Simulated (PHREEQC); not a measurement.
Solution (20 °C): 13 mmol/kgw HF, 0.23 mmol/kgw KF, 0.017 mmol/kgw H4SiO4 and 0.074 mmol/kgw H3PO4. Closed to the air; pH follows from the charge balance.

All values are PHREEQC results (ion-association model, wateq4f.dat), not measurements.

```csv
quantity,before,after
pH,2.58,2.21
ionic strength (mol/kgw),0.00302,0.00688
HF (mol/kgw),0.00955,0.0448
F- (mol/kgw),0.00282,0.00583
H2F2 (mol/kgw),0.000284,0.00627
HF2- (mol/kgw),9.90e-5,0.000963
SI of Quartz (SiO2),-5.42,-8.76
```

Question: Which change was made?
(A) HF from 0.013 to 0.065 mol/kgw
(B) temperature from 20 to 60 °C
(C) HF left out
(D) H3PO4 from 7.4e-05 to 0.000111 mol/kgw
(E) HF from 0.013 to 0.0117 mol/kgw

Answer: A, HF from 0.013 to 0.065 mol/kgw

This is a speciation only: nothing precipitates in the calculation. H3PO4, which wateq4f.dat lacks, is added to it with the constant of phreeqc.dat. SiF6-2 is the database's only silicon fluoride.
